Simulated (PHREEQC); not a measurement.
Make-up at 25 °C: 1.7 mmol/kgw CaSO4, 0.47 mmol/kgw Na2SO4 and 8.1 mmol/kgw NaCl. Closed to the air; pH follows from the charge balance.

The numbers come from PHREEQC with the ion-association model, phreeqc.dat.

No solid was allowed to form.

Task: Order these S species by the share of S that they hold, largest first: SO4-2, NaSO4-, CaSO4.

Result: SO4-2 (89 %), CaSO4 (9.0 %), NaSO4- (2.4 %)

The ionic strength is 0.0154 mol/kgw.
